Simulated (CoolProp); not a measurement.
Properties of isohexane along the isotherm 276.85 °C.

Model: reference Helmholtz-energy equation of state, Lemmon 2006, in CoolProp. It is a short technical equation, of lower accuracy than the large ones.

| p (kPa) | phase | speed of sound (m/s) | Joule-Thomson coefficient (K/MPa) | isothermal compressibility (1/MPa) | fugacity coefficient |
|---|---|---|---|---|---|
| 1380 | gas | 208.5 | 6.521 | 0.8308 | 0.8916 |
| 2770 | gas | 177.4 | 8.027 | 0.5126 | 0.7864 |
| 4150 | supercritical | 146.0 | ___ | 0.4625 | 0.6861 |
| 5530 | supercritical | 146.3 | 6.608 | 0.3031 | 0.5936 |
| 6920 | supercritical | 201.9 | 2.924 | 0.1092 | 0.5207 |
| 8300 | supercritical | 253.6 | 1.666 | 0.05832 | 0.4693 |
| 9680 | supercritical | 296.8 | 1.096 | ___ | 0.4324 |
| 11100 | supercritical | 334.9 | 0.7663 | 0.02835 | 0.4044 |
| 12400 | supercritical | 365.8 | 0.5710 | ___ | 0.3850 |
| 13800 | supercritical | ___ | 0.4229 | 0.01864 | 0.3689 |
| 15200 | supercritical | 423.2 | 0.3139 | 0.01578 | 0.3565 |

**Question.** Some entries are withheld; supply them.

**Answer.** 
- 4150, Joule-Thomson coefficient (K/MPa): 9.372
- 9680, isothermal compressibility (1/MPa): 0.03862
- 12400, isothermal compressibility (1/MPa): 0.02270
- 13800, speed of sound (m/s): 395.8
